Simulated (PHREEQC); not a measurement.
Model water analysis in mmol/kgw, 25 °C, pH 3.22, pe 8: Na 3.18; K 1.6; Ca 7.97; Mg 0.293; Cl 2.4; S(6) 10.1; Mn(2) 0.0217; Al 0.155; Cu(2) 0.212; F 0.0887.

Na is adjusted to close the charge balance.
Valence states are taken as typed.

Equilibrium calculation in PHREEQC: ion-association model, phreeqc.dat.

Each row changes one thing in this solution. No solid was allowed to form.

| case | ionic strength (mol/kgw) | Mn+2 (mol/kgw) | Al+3 (mol/kgw) | MnSO4 (mol/kgw) | CuCl+ (mol/kgw) | AlOH+2 (mol/kgw) | SI of Gypsum (CaSO4:2H2O) | SI of Gibbsite (Al(OH)3) |
|---|---|---|---|---|---|---|---|---|
| as made | 0.0312 | 1.58e-5 | 1.43e-5 | 5.82e-6 | 5.18e-7 | 1.30e-7 | -0.34 | -3.83 |
| Mn(2) from 0.0217 to 0.0651 mmol/kgw | 0.0312 | 4.74e-5 | 1.43e-5 | 1.75e-5 | 5.18e-7 | 1.30e-7 | -0.34 | -3.83 |
| temperature from 25 to 30 °C at the same typed pH | 0.0310 | 1.55e-5 | 1.38e-5 | 6.16e-6 | 6.52e-7 | 1.72e-7 | -0.35 | -3.57 |

Fluoro complexes past AlF4- and FeF3 are missing from the database.
